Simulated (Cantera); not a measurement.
A Cantera script and what it prints.

```python
import numpy as np
import cantera as ct

gas_names = """
    CL CL2 H HCL H2 N NH NH2 NH3 N2 N2H2 N2H4 Si SiCL SiCL2 SiCL3 SiCL4 SiH SiHCL3 SiH2 SiH2CL2 SiH3
    SiH3CL SiH4 SiN Si2 Si2N Si3
""".split()
cond_names = """
    NH4CL(a) NH4CL(b) Si(cr) Si(L) Si3N4(a)
""".split()


# ... load() reads the species with a 1 bar reference pressure and builds the phases ...
atoms = {
    'SiH4': {'Si': 1, 'H': 4},
    'Cl2': {'CL': 2},
    'N2': {'N': 2},
}
top_T = {'Si3N4(a)': 2400}  # K; cautious upper limits of use, not melting points


# ... equilibrate(T, P, feed) seeds the gas with the atoms and calls Mixture.equilibrate('TP', solver="vcs", rtol=1e-11, max_steps=5000) ...
results = []
feed = {'SiH4': 1, 'Cl2': 0.077, 'N2': 20}  # mol
T = 1323  # K
P = 1333.22  # Pa
mix = equilibrate(T, P, feed)
results.append((T, P, feed, dict(zip(mix.species_names, mix.species_moles))))
x = sorted(zip(gas.X, gas.species_names), reverse=True)
print(f"T = {T:g} K  P = {P:g} Pa  gas = {mix.phase_moles(0):.4g} mol")
print("   x: " + "  ".join(f"{s} {v:.3e}" for v, s in x if v > 1e-06))
print("   condensed (mol): " + ("  ".join(f"{mix.phase(i).name} {mix.phase_moles(i):.4g}"
      for i in range(1, mix.n_phases) if mix.phase_moles(i) > 1e-12) or "none"))
```

Output:

```
T = 1323 K  P = 1333.22 Pa  gas = 21.41 mol
   x: N2 9.030e-01  H2 8.982e-02  HCL 7.187e-03  H 4.116e-06  SiCL2 2.796e-06
   condensed (mol): Si3N4(a) 0.3333
```

Cantera equilibrium calculation (NASA polynomials, part measured and part estimated; ideal gas, pure solids and liquids). N2 is the only nitrogen source here; it is nearly inert below about 1500 K, so the nitride shown seldom forms there in practice.
